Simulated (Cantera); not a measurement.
An isothermal, constant-pressure homogeneous reactor starts with NH3 : H2 = 1 : 0.53 (molar parts), at 2350 K and 2670 Pa.

Cantera simulation using the gas-phase N/H chemistry of the illustrative SiF4/NH3 mechanism in the Surface Chemkin manual (1991); the numbers are that mechanism's predictions, not measurements. Walls and surfaces, which speed up NH3 decomposition in real reactors, are not modelled.

One state of this run: x NH3 = 4.88e-7; x H2 = 0.748; x N2H2 = <1e-12; x NH = 2.11e-7; x N2H4 = <1e-12. x: mole fraction; the columns are a selection and need not sum to one.

Which value of t (s) does it belong to?
(A) 0.000412
(B) 0.0287
(C) 0.986
(D) 0.0582

C, 0.986
